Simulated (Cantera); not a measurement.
## Equilibrium for aluminium and copper etching: Al + Cl2 + N2

A closed system holds: 1 mol Al, 0.73 mol Cl2, 1.7 mol N2, at 2500 Pa.

These are equilibrium values from Cantera (NASA tables, ideal gas, pure condensed phases), not measurements of a reactor. Candidate condensed phases: Al, AlCl3, AlN; 11 gas species. The tables' values for AlCl2 are old estimates; treat these amounts as uncertain. Equilibrium is a limit: real reactors are often held back by kinetics, nucleation or transport.

From 700 K to 1400 K the condensed part is AlN(s). The main Al-bearing gas is AlCl3 throughout.

```
T (K)  log p N2  log p AlCl3  log p Al2Cl6  log p AlCl2  log p AlCl  log p Cl  n AlN(s)
-----  --------  -----------  ------------  -----------  ----------  --------  --------
700       -1.71        -2.33         -3.03       -11.91        <-13      <-13     0.513
800       -1.73        -2.22         -3.91        -9.85        <-13    -12.83     0.513
900       -1.73        -2.20         -4.73        -8.30      -11.83    -11.28     0.513
1000      -1.73        -2.20         -5.40        -7.07       -9.80    -10.04     0.513
1100      -1.73        -2.20         -5.95        -6.07       -8.14     -9.02     0.513
1200      -1.73        -2.20         -6.39        -5.24       -6.77     -8.17     0.513
1300      -1.73        -2.20         -6.77        -4.54       -5.61     -7.45     0.512
1400      -1.73        -2.21         -7.09        -3.94       -4.61     -6.83     0.509
```
log p: log10 of the partial pressure in bar; n: condensed amount in mol.
